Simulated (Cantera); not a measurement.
An adiabatic, constant-pressure homogeneous reactor starts with CH4 : O2 : N2 = 1 : 0.833 : 3.13 (molar parts), at 1050 K and 101000 Pa. Integrator tolerance rtol = 1e-08.

Computed with Cantera and GRI-Mech 3.0 (53 species, 325 reactions).

Task: What does this change do: pressure from 101000 Pa to 1000000 Pa?

Result: 
```tsv
quantity	before	after
time of steepest temperature rise	0.762 s	58.3 ms
temperature at 2.00 s	1922 K	1924 K
equilibrium temperature	1922 K	1924 K
x(CH4) at 2.00 s	1.57e-9 (gas-phase equilibrium 1.69e-9)	1.46e-7 (gas-phase equilibrium 1.63e-7)
x(O2) at 2.00 s	4.03e-9 (gas-phase equilibrium 4.04e-9)	4.22e-10 (gas-phase equilibrium 4.22e-10)
x(C2H) at 2.00 s	<1e-12 (gas-phase equilibrium <1e-12)	<1e-12 (gas-phase equilibrium <1e-12)
x(NO) at 2.00 s	6.01e-6 (gas-phase equilibrium 6.86e-7)	1.67e-7 (gas-phase equilibrium 2.23e-7)
x(HCO) at 2.00 s	2.90e-8 (gas-phase equilibrium 2.90e-8)	9.22e-8 (gas-phase equilibrium 9.22e-8)
x(H2) at 2.00 s	0.232 (gas-phase equilibrium 0.232)	0.232 (gas-phase equilibrium 0.232)
x(H2O) at 2.00 s	0.0944 (gas-phase equilibrium 0.0944)	0.0945 (gas-phase equilibrium 0.0945)
```

Task: What does this change do: pressure from 101000 Pa to 190000 Pa?

Result: 
```tsv
quantity	before	after
time of steepest temperature rise	0.762 s	0.401 s
temperature at 2.00 s	1922 K	1922 K
equilibrium temperature	1922 K	1922 K
x(CH4) at 2.00 s	1.57e-9 (gas-phase equilibrium 1.69e-9)	5.19e-9 (gas-phase equilibrium 5.91e-9)
x(O2) at 2.00 s	4.03e-9 (gas-phase equilibrium 4.04e-9)	2.18e-9 (gas-phase equilibrium 2.18e-9)
x(C2H) at 2.00 s	<1e-12 (gas-phase equilibrium <1e-12)	<1e-12 (gas-phase equilibrium <1e-12)
x(NO) at 2.00 s	6.01e-6 (gas-phase equilibrium 6.86e-7)	2.68e-6 (gas-phase equilibrium 5.05e-7)
x(HCO) at 2.00 s	2.90e-8 (gas-phase equilibrium 2.90e-8)	3.99e-8 (gas-phase equilibrium 3.99e-8)
x(H2) at 2.00 s	0.232 (gas-phase equilibrium 0.232)	0.232 (gas-phase equilibrium 0.232)
x(H2O) at 2.00 s	0.0944 (gas-phase equilibrium 0.0944)	0.0945 (gas-phase equilibrium 0.0945)
```
